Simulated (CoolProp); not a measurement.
Vapour-liquid equilibrium of n-heptane (1) + n-dodecane (2) at 53.35 °C; x and y are mole fractions of (1).

Computed with CoolProp (multi-fluid Helmholtz-energy mixture model, Span 2003 and Lemmon 2004; pair parameters Bell 2016).

**Question.** Give the bubble pressure and the first vapour's composition at x = 0.425, 0.575, 0.8. Is there an azeotrope?

**Answer.** x = 0.425: 9.651 kPa, y = 0.991; x = 0.575: 12.88 kPa, y = 0.995; x = 0.8: 17.47 kPa, y = 0.998. No azeotrope shows between x = 0.05 and 0.95.

The pair parameters rest on a limited set of measurements; away from them the model extrapolates. The gap from Raoult's law changes sign with composition, which may be real or a fault of the pair parameters; it wasn't checked against measurements.
